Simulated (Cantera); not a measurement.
A Cantera script and its output.

```python
import numpy as np
import cantera as ct

gas = ct.Solution("SiF4_NH3_mec.yaml", "gas")
gas.TPX = 2350, 40000, {'NH3': 1, 'N2': 19}
reactor = ct.IdealGasConstPressureReactor(gas, energy="off", clone=False)
net = ct.ReactorNet([reactor])
net.rtol, net.atol = 1e-08, 1e-18
show = ['NH3', 'NH2', 'N2H4', 'N2H2', 'H']
times = np.geomspace(0.0005, 200, 15)

steps = ct.SolutionArray(gas, extra=["t"])
rows = []
print(f"{'t/s':>10s}{'T/K':>9s}{'P/Pa':>11s}" + "".join(f"{s:>11s}" for s in show))
for t in times:
    while net.time < t:
        t_next = net.step()
        steps.append(gas.state, t=t_next)
    rows.append([np.interp(t, steps.t, y) for y in (steps.T, steps.P, *steps(*show).X.T)])
    print(f"{t:10.3e}{rows[-1][0]:9.1f}{rows[-1][1]:11.4g}" + "".join(f"{x:11.3e}" for x in rows[-1][2:]))
rate = np.gradient(steps.T, steps.t)
print("integrator steps:", len(steps.t))
if steps.T.max() > steps.T[0] + 200:
    print(f"time of steepest temperature rise: {steps.t[rate.argmax()]:.4e} s")
gas.TPX = 2350, 40000, {'NH3': 1, 'N2': 19}
gas.equilibrate("TP")
print(f"equilibrium (TP): T = {gas.T:.1f} K  " + "  ".join(f"{s} {gas[s].X[0]:.3e}" for s in show))
```

Result:

```
       t/s      T/K       P/Pa        NH3        NH2       N2H4       N2H2          H
 5.000e-04   2350.0      4e+04  4.440e-02  1.033e-03  1.792e-08  1.113e-06  6.452e-05
 1.256e-03   2350.0      4e+04  3.698e-02  7.427e-04  9.264e-09  8.258e-07  1.235e-04
 3.157e-03   2350.0      4e+04  2.354e-02  4.658e-04  3.643e-09  4.672e-07  2.396e-04
 7.933e-03   2350.0      4e+04  7.808e-03  1.975e-04  6.552e-10  1.312e-07  4.802e-04
 1.993e-02   2350.0      4e+04  4.849e-04  2.677e-05  1.203e-11  5.568e-09  1.215e-03
 5.008e-02   2350.0      4e+04  3.667e-06  6.019e-07  6.075e-15  8.500e-12  3.564e-03
 1.258e-01   2350.0      4e+04  2.396e-07  5.710e-08  5.466e-17  5.878e-13  5.112e-03
 3.162e-01   2350.0      4e+04  9.668e-08  2.346e-08  9.243e-18  5.026e-13  5.201e-03
 7.946e-01   2350.0      4e+04  8.536e-08  2.072e-08  7.208e-18  4.988e-13  5.201e-03
 1.997e+00   2350.0      4e+04  8.529e-08  2.070e-08  7.196e-18  4.988e-13  5.201e-03
 5.017e+00   2350.0      4e+04  8.529e-08  2.070e-08  7.196e-18  4.988e-13  5.201e-03
 1.261e+01   2350.0      4e+04  8.529e-08  2.070e-08  7.196e-18  4.988e-13  5.201e-03
 3.168e+01   2350.0      4e+04  8.529e-08  2.070e-08  7.196e-18  4.988e-13  5.201e-03
 7.959e+01   2350.0      4e+04  8.529e-08  2.070e-08  7.196e-18  4.988e-13  5.201e-03
 2.000e+02   2350.0      4e+04  8.529e-08  2.070e-08  7.196e-18  4.988e-13  5.201e-03
integrator steps: 1636
equilibrium (TP): T = 2350.0 K  NH3 8.529e-08  NH2 2.070e-08  N2H4 7.196e-18  N2H2 4.988e-13  H 5.201e-03
```

Model: the gas-phase N/H chemistry of the illustrative SiF4/NH3 mechanism in the Surface Chemkin manual (1991), integrated in Cantera. Walls and surfaces, which speed up NH3 decomposition in real reactors, are not modelled.
